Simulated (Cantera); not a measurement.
## Thermodynamics of chlorosilane synthesis and conversion, feed SiCl4 + HCl + H2

Charge: 1 mol SiCl4, 0.84 mol HCl, 4.5 mol H2, at 977 °C.

Equilibrium computed with Cantera from the NASA thermochemical tables; the gas is ideal and each condensed phase is pure. Candidate condensed phases: Si; 19 gas species. The tables' values for SiCl3 are old estimates; treat these amounts as uncertain. Rates play no part.

```tsv
P (Pa)	x H2	x HCl	x SiCl4	x SiHCl3	x SiCl3	x SiCl2
10000	0.664	0.181	0.116	0.0151	0.0132	0.0108
26000	0.675	0.169	0.124	0.0175	0.00944	0.00516
67000	0.680	0.163	0.129	0.0192	0.00639	0.00227
170000	0.684	0.159	0.132	0.0201	0.00420	0.000961
450000	0.685	0.157	0.133	0.0207	0.00265	0.000378
1200000	0.686	0.156	0.134	0.0210	0.00165	0.000145
3000000	0.687	0.156	0.135	0.0212	0.00105	5.86e-5
```
x: gas mole fraction; nothing condenses.

From 10000 Pa to 3000000 Pa nothing is condensed. The main Si-bearing gas is SiCl4 throughout.
